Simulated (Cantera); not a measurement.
An isothermal, constant-pressure homogeneous reactor starts with C2H4 : H2 = 1 : 6.1 (molar parts), at 1625 K and 188 Torr.

Computed with Cantera and GRI-Mech 3.0 (53 species, 325 reactions). GRI-Mech 3.0 was tuned for natural gas; its chemistry of ethylene as a main component is partial and can be far from experiment. GRI-Mech 3.0 stops at C3 and has no aromatics, soot or wall deposition, so with more carbon than oxygen in the feed, carbon stays in small species such as C2H2 where larger ones or solid carbon would form.

x: mole fraction; the columns are a selection and need not sum to one.

| t (s) | x C2H4 | x H2 | x H | x CH4 | x C2H | x CH3 | x C2H2 |
|---|---|---|---|---|---|---|---|
| 0.000100 | 0.140 | 0.859 | 2.02e-6 | 4.39e-8 | 6.13e-12 | … | 0.000678 |
| 0.000268 | 0.139 | 0.859 | 5.69e-6 | 7.27e-7 | 4.98e-11 | … | 0.00196 |
| 0.000720 | 0.134 | 0.860 | 1.82e-5 | 1.15e-5 | 5.17e-10 | … | 0.00638 |
| 0.00193 | 0.112 | 0.863 | 4.86e-5 | 0.000137 | 5.35e-9 | … | 0.0248 |
| 0.00518 | 0.0611 | 0.869 | 6.10e-5 | 0.000565 | 1.88e-8 | … | 0.0697 |
| 0.0139 | 0.0110 | 0.874 | 8.78e-5 | 0.00104 | 4.37e-8 | … | 0.113 |
| 0.0373 | 0.00234 | 0.875 | 0.000142 | 0.00133 | 7.52e-8 | … | 0.121 |
| 0.100 | 0.00233 | 0.875 | 0.000142 | 0.00195 | 7.49e-8 | … | 0.121 |
| 0.268 | 0.00232 | 0.874 | 0.000140 | 0.00356 | 7.39e-8 | … | 0.120 |
| 0.720 | 0.00229 | 0.872 | 0.000138 | 0.00741 | 7.18e-8 | … | 0.119 |
| 1.93 | 0.00224 | 0.868 | 0.000134 | 0.0136 | 6.88e-8 | … | 0.116 |
| 5.18 | 0.00222 | 0.866 | 0.000132 | 0.0166 | 6.75e-8 | 5.15e-5 | 0.115 |
| 13.9 | 0.00222 | 0.866 | 0.000132 | 0.0167 | 6.75e-8 | 5.18e-5 | 0.115 |
| 37.3 | 0.00222 | 0.866 | 0.000132 | 0.0167 | 6.75e-8 | 5.18e-5 | 0.115 |
| 100 | 0.00222 | 0.866 | 0.000132 | 0.0167 | 6.75e-8 | 5.18e-5 | 0.115 |

What belongs in the gaps?


- 0.000100, x CH3: 4.20e-9
- 0.000268, x CH3: 2.60e-8
- 0.000720, x CH3: 1.53e-7
- 0.00193, x CH3: 6.57e-7
- 0.00518, x CH3: 1.17e-6
- 0.0139, x CH3: 2.22e-6
- 0.0373, x CH3: 4.41e-6
- 0.100, x CH3: 6.43e-6
- 0.268, x CH3: 1.16e-5
- 0.720, x CH3: 2.38e-5
- 1.93, x CH3: 4.27e-5
